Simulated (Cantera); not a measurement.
Charge: 1 mol SiCl4, 0.49 mol HCl, a varied amount of N2, equilibrated at 875 K and 7600 Pa.

Method: chemical equilibrium by Gibbs-energy minimisation in Cantera with the NASA 1993 tables (ideal gas, pure condensed phases). Candidate condensed phases: NH4Cl, Si, Si3N4; 28 gas species. Equilibrium is a limit: real reactors are often held back by kinetics, nucleation or transport.

Q: At 54 mol N2, list the 3 most abundant gas species with their mole fractions, and the condensed phases.

A: N2 0.973, SiCl4 0.0180, HCl 0.00883. Condensed: gas only.
